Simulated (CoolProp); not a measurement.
Values from CoolProp's reference Helmholtz-energy equation of state, Colonna 2008. It is a short technical equation, of lower accuracy than the large ones.

Question: For dodecamethylcyclohexasiloxane (D6), give the phase and the cp (kJ/(kg K)), speed of sound (m/s), expansivity (1/kK) at 337.1 K and 434 kPa; 348.9 K and 434 kPa.

Answer: 
- 337.1 K and 434 kPa: liquid; cp 1.65, speed of sound 607, expansivity 1.19
- 348.9 K and 434 kPa: liquid; cp 1.67, speed of sound 589, expansivity 1.21
